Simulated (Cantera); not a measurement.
Cantera run, input and output.

```python
import numpy as np
import cantera as ct

gas = ct.Solution("gri30.yaml")
gas.TPX = 350, 500000, {'CH4': 1, 'H2': 0.18, 'O2': 1.9, 'N2': 7.14}
inlet = ct.Reservoir(gas, clone=True)
gas.equilibrate("HP")  # start burning
reactor = ct.IdealGasConstPressureReactor(gas, energy="on", clone=False)
exhaust = ct.Reservoir(gas, clone=True)
tau = [0.024, 0.0093, 0.0036, 0.0014, 0.00053, 0.0002, 7.8e-05, 3e-05, 1.2e-05, 4.5e-06][0]
for a, b in ((inlet, reactor), (reactor, exhaust)):
    ct.MassFlowController(a, b, mdot=lambda t: reactor.mass / tau)
net = ct.ReactorNet([reactor])
show = ['CH4', 'H2', 'O2', 'HO2', 'N2O', 'NO']

rows = []
print(f"{'tau/s':>10s}{'T/K':>9s}" + "".join(f"{s:>11s}" for s in show))
for tau in [0.024, 0.0093, 0.0036, 0.0014, 0.00053, 0.0002, 7.8e-05, 3e-05, 1.2e-05, 4.5e-06]:
    net.initial_time = 0.0
    net.advance(30 * tau)
    before = gas.X
    net.advance(40 * tau)
    drift = np.max(np.abs(gas.X - before) / (gas.X + 1e-9))
    rows.append([gas.T, *gas[show].X, drift])
    print(f"{tau:10.3e}{gas.T:9.1f}" + "".join(f"{x:11.3e}" for x in gas[show].X))
```

Output:

```
     tau/s      T/K        CH4         H2         O2        HO2        N2O         NO
 2.400e-02   2256.8  1.297e-05  1.289e-02  4.642e-04  2.278e-07  6.952e-08  3.823e-04
 9.300e-03   2248.3  2.213e-05  1.316e-02  7.922e-04  4.378e-07  9.139e-08  3.940e-04
 3.600e-03   2234.4  3.702e-05  1.363e-02  1.379e-03  8.825e-07  1.211e-07  3.972e-04
 1.400e-03   2213.2  6.333e-05  1.436e-02  2.358e-03  1.760e-06  1.548e-07  3.820e-04
 5.300e-04   2181.0  1.163e-04  1.546e-02  3.965e-03  3.475e-06  1.869e-07  3.396e-04
 2.000e-04   2135.3  2.330e-04  1.695e-02  6.477e-03  6.711e-06  2.088e-07  2.699e-04
 7.800e-05   2073.5  5.262e-04  1.870e-02  1.046e-02  1.300e-05  2.159e-07  1.846e-04
 3.000e-05    350.0  9.785e-02  1.761e-02  1.859e-01  5.566e-20  1.154e-22  2.855e-20
 1.200e-05    350.0  9.785e-02  1.761e-02  1.859e-01  3.428e-22  7.110e-25  1.759e-22
 4.500e-06    350.0  9.785e-02  1.761e-02  1.859e-01  2.165e-23  4.491e-26  1.111e-23
```

Computed with Cantera and GRI-Mech 3.0 (53 species, 325 reactions).
